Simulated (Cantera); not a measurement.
Input (Python, Cantera):

```python
import numpy as np
import cantera as ct

gas = ct.Solution("gri30.yaml")


def delay(T, t_max=10):
    gas.TPX = T, 1300000, {'CH4': 1, 'O2': 1, 'N2': 3.7}
    reactor = ct.IdealGasReactor(gas, clone=False)
    net = ct.ReactorNet([reactor])
    net.rtol, net.atol = 1e-8, 1e-16
    while net.time < t_max:
        t_old, T_old = net.time, reactor.T
        net.step()
        if reactor.T > T + 400:  # ignition: a rise of 400 K
            return t_old + (T + 400 - T_old) / (reactor.T - T_old) * (net.time - t_old)
    return np.nan


taus = []
for T in [1050, 1150, 1250, 1350, 1450, 1550, 1650, 1750, 1850]:
    taus.append(delay(T))
    print(f"T0 = {T:6g} K   tau = {taus[-1]:.4e} s")
```

Result:

```
T0 =   1050 K   tau = 3.6028e-02 s
T0 =   1150 K   tau = 8.9140e-03 s
T0 =   1250 K   tau = 2.5956e-03 s
T0 =   1350 K   tau = 8.4517e-04 s
T0 =   1450 K   tau = 2.9985e-04 s
T0 =   1550 K   tau = 1.1383e-04 s
T0 =   1650 K   tau = 4.6080e-05 s
T0 =   1750 K   tau = 2.0098e-05 s
T0 =   1850 K   tau = 9.5662e-06 s
```

Detailed kinetics in Cantera: GRI-Mech 3.0 (53 species, 325 reactions). The pressure lies above the range GRI-Mech 3.0 was tuned for (to about 10 atm).
